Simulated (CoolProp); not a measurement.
Vapour-liquid equilibrium of R134a (1) + methanol (2) at 10.25 °C; x and y are mole fractions of (1).

Computed with CoolProp (multi-fluid Helmholtz-energy mixture model, Tillner-Roth 1994 and de Reuck 1993; pair parameters Bell 2016).

Problem. Give the bubble pressure and the first vapour's composition at x = 0.25, 0.45, 0.85. Is there an azeotrope?

Solution. x = 0.25: 223.6 kPa, y = 0.968; x = 0.45: 269.7 kPa, y = 0.975; x = 0.85: 361.2 kPa, y = 0.990. No azeotrope shows between x = 0.05 and 0.95.

Pair parameters are fitted to limited data, so mixtures are less certain than the pure fluids. With so large a gap from Raoult's law the liquid may split in two, which this calculation doesn't test in full.
